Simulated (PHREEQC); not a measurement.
Make-up at 25 °C: 51 mmol/kgw NH3, 0.096 mmol/kgw H4SiO4 and 0.45 mmol/kgw H3BO3. Closed to the air; pH follows from the charge balance.

All values are PHREEQC results (ion-association model, phreeqc.dat), not measurements.

| quantity | before | after |
|---|---|---|
| pH | 10.85 | 9.46 |
| ionic strength (mol/kgw) | 0.00128 | 0.00121 |
| NH4+ (mol/kgw) | 0.00128 | 0.00121 |
| H3SiO4- (mol/kgw) | 8.75e-5 | 6.14e-5 |
| H3BO3 (mol/kgw) | 1.03e-5 | 8.84e-5 |
| H4SiO4 (mol/kgw) | 8.01e-6 | 3.44e-5 |
| SI of Quartz (SiO2) | -1.12 | -1.17 |

### Question
What was changed between the two runs?
A) temperature from 25 to 80 °C
B) H4SiO4 replaced by Na2SiO3 at the same molality
C) H4SiO4 from 9.6e-05 to 0.000144 mol/kgw
D) NH3 from 0.051 to 0.255 mol/kgw
E) H3BO3 replaced by NH4BF4 at the same molality

### Answer
A, temperature from 25 to 80 °C

No solid was allowed to form. At this temperature some constants are extrapolated from 25 °C, and those without enthalpy data are left unchanged.
